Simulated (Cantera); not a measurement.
An isothermal, constant-pressure homogeneous reactor starts with CH₄ : CO₂ = 1 : 4.1 (molar parts), at 1650 K and 1.10 bar. Integrator tolerance rtol = 1e-08.

Detailed kinetics in Cantera: GRI-Mech 3.0 (53 species, 325 reactions).

Q: What does this change do: CO2 4.1 to 1.6 parts?

A: 
```tsv
quantity	before	after
x(CH₄) at 3.00 s	0.000697 (gas-phase equilibrium 2.70e-9)	0.00869 (gas-phase equilibrium 2.48e-7)
x(CO₂) at 3.00 s	0.258 (gas-phase equilibrium 0.256)	0.0578 (gas-phase equilibrium 0.0418)
x(H₂O) at 3.00 s	0.180 (gas-phase equilibrium 0.180)	0.115 (gas-phase equilibrium 0.0887)
x(C₂H) at 3.00 s	2.58e-10 (gas-phase equilibrium <1e-12)	9.22e-9 (gas-phase equilibrium <1e-12)
x(CH₂CO) at 3.00 s	3.56e-7 (gas-phase equilibrium <1e-12)	4.54e-6 (gas-phase equilibrium 2.10e-11)
```
